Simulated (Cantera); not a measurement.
An adiabatic, constant-volume homogeneous reactor starts with CH4 : O2 : N2 = 1 : 3.08 : 11.6 (molar parts), at 1425 K and 2030 Torr. Integrator tolerance rtol = 1e-08.

Computed with Cantera and GRI-Mech 3.0 (53 species, 325 reactions).

Q: What does this change do: constant pressure in place of constant volume?

A: 
| quantity | before | after |
|---|---|---|
| time of steepest temperature rise | 0.949 ms | 0.997 ms |
| temperature at 0.400 s | 2750 K | 2558 K |
| equilibrium temperature | 2750 K | 2558 K |
| x(CH4) at 0.400 s | <1e-12 (gas-phase equilibrium <1e-12) | <1e-12 (gas-phase equilibrium <1e-12) |
| x(O2) at 0.400 s | 0.0607 (gas-phase equilibrium 0.0607) | 0.0622 (gas-phase equilibrium 0.0622) |
| x(C2H4) at 0.400 s | <1e-12 (gas-phase equilibrium <1e-12) | <1e-12 (gas-phase equilibrium <1e-12) |
| x(H2O2) at 0.400 s | 7.39e-7 (gas-phase equilibrium 7.39e-7) | 3.85e-7 (gas-phase equilibrium 3.85e-7) |
| x(NO) at 0.400 s | 0.0177 (gas-phase equilibrium 0.0177) | 0.0133 (gas-phase equilibrium 0.0133) |
| x(CH3) at 0.400 s | <1e-12 (gas-phase equilibrium <1e-12) | <1e-12 (gas-phase equilibrium <1e-12) |

Q: What does this change do: initial temperature 1425 to 1400 K?

A: 
| quantity | before | after |
|---|---|---|
| time of steepest temperature rise | 0.949 ms | 1.24 ms |
| temperature at 0.400 s | 2750 K | 2738 K |
| equilibrium temperature | 2750 K | 2738 K |
| x(CH4) at 0.400 s | <1e-12 (gas-phase equilibrium <1e-12) | <1e-12 (gas-phase equilibrium <1e-12) |
| x(O2) at 0.400 s | 0.0607 (gas-phase equilibrium 0.0607) | 0.0607 (gas-phase equilibrium 0.0607) |
| x(C2H4) at 0.400 s | <1e-12 (gas-phase equilibrium <1e-12) | <1e-12 (gas-phase equilibrium <1e-12) |
| x(H2O2) at 0.400 s | 7.39e-7 (gas-phase equilibrium 7.39e-7) | 7.33e-7 (gas-phase equilibrium 7.33e-7) |
| x(NO) at 0.400 s | 0.0177 (gas-phase equilibrium 0.0177) | 0.0174 (gas-phase equilibrium 0.0174) |
| x(CH3) at 0.400 s | <1e-12 (gas-phase equilibrium <1e-12) | <1e-12 (gas-phase equilibrium <1e-12) |
